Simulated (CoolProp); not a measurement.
Vapour-liquid equilibrium of R125 (1) + isobutane (2) at 26.95 °C; x and y are mole fractions of (1).

Values from CoolProp's multi-fluid Helmholtz-energy mixture model, Lemmon 2005 and Bücker 2006; pair parameters Bell 2016.

Problem. Give the bubble pressure and the first vapour's composition at x = 0.35, 0.575, 0.8. Is there an azeotrope?

Solution. x = 0.35: 10.92 bar, y = 0.699; x = 0.575: 12.81 bar, y = 0.778; x = 0.8: 14.05 bar, y = 0.859. No azeotrope shows between x = 0.05 and 0.95.

Pair parameters are fitted to limited data, so mixtures are less certain than the pure fluids.
